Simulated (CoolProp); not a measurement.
Vapour-liquid equilibrium of o-xylene (1) + n-nonane (2) at 81.35 °C; x and y are mole fractions of (1).

The numbers come from the multi-fluid Helmholtz-energy mixture model, Zhou 2012 and Lemmon 2006; pair parameters Bell 2016 in CoolProp.

| x | bubble pressure (bar) | y at the bubble point | dew pressure at overall composition x (bar) | liquid density (mol/L) |
|---|---|---|---|---|
| 0.05 | … | 0.077 | 0.1046 | 5.307 |
| 0.15 | 0.1113 | 0.213 | 0.1086 | 5.500 |
| 0.25 | 0.1163 | 0.331 | … | … |
| 0.35 | 0.1208 | 0.434 | … | 5.924 |
| 0.45 | 0.1245 | 0.527 | 0.1214 | 6.158 |
| 0.55 | 0.1277 | 0.613 | … | 6.409 |
| 0.65 | 0.1302 | 0.694 | 0.1289 | 6.677 |
| 0.75 | … | 0.775 | 0.1316 | 6.967 |
| 0.85 | 0.1333 | 0.859 | … | 7.279 |
| 0.95 | 0.1338 | 0.950 | 0.1338 | 7.616 |

Problem. Fill in the missing entries.

Solution. 
- 0.05, bubble pressure (bar): 0.1056
- 0.25, dew pressure at overall composition x (bar): 0.1128
- 0.25, liquid density (mol/L): 5.705
- 0.35, dew pressure at overall composition x (bar): 0.1171
- 0.55, dew pressure at overall composition x (bar): 0.1254
- 0.75, bubble pressure (bar): 0.1321
- 0.85, dew pressure at overall composition x (bar): 0.1332

No azeotrope shows between x = 0.05 and 0.95.

The pair parameters rest on a limited set of measurements; away from them the model extrapolates.
